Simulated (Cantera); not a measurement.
Input: 1 mol SiO₂, 0.061 mol C, 0.42 mol H₂, held at 2177 °C.

Method: chemical equilibrium by Gibbs-energy minimisation in Cantera with the NASA 1993 tables (ideal gas, pure condensed phases). Candidate condensed phases: C, C₆H₆, C₇H₈, C₈H₁₈, H₂O, Si, SiC, SiO₂; 123 gas species. The tables hold silica as quartz up to 1696 K and as liquid above; real silica turns to tridymite and cristobalite and melts near 1996 K. Gases not in the tables: Si(OH)₄, Si₂H₆ and higher silanes. Kinetics and transport are ignored.

**Question.** Which condensed phases are stable at each of these points (P (Pa)): 1, 4.60, 22, 100, 460, 2200, 10000, 46000, 220000, 1000000?

**Answer.** 
```json
[
 {"P (Pa)": "1", "condensed phases": "gas only", "Si condensed (%)": "0.0"},
 {"P (Pa)": "4.60", "condensed phases": "gas only", "Si condensed (%)": "0.0"},
 {"P (Pa)": "22", "condensed phases": "gas only", "Si condensed (%)": "0.0"},
 {"P (Pa)": "100", "condensed phases": "gas only", "Si condensed (%)": "0.0"},
 {"P (Pa)": "460", "condensed phases": "gas only", "Si condensed (%)": "0.0"},
 {"P (Pa)": "2200", "condensed phases": "SiO₂(l)", "Si condensed (%)": "61.4"},
 {"P (Pa)": "10000", "condensed phases": "SiO₂(l)", "Si condensed (%)": "76.8"},
 {"P (Pa)": "46000", "condensed phases": "SiO₂(l)", "Si condensed (%)": "86.5"},
 {"P (Pa)": "220000", "condensed phases": "SiO₂(l)", "Si condensed (%)": "91.4"},
 {"P (Pa)": "1000000", "condensed phases": "SiO₂(l)", "Si condensed (%)": "93.2"}
]
```

From 1.00 Pa to 4.60 mbar nothing is condensed. From 22.0 mbar to 10.0 bar the condensed part is SiO₂(l).
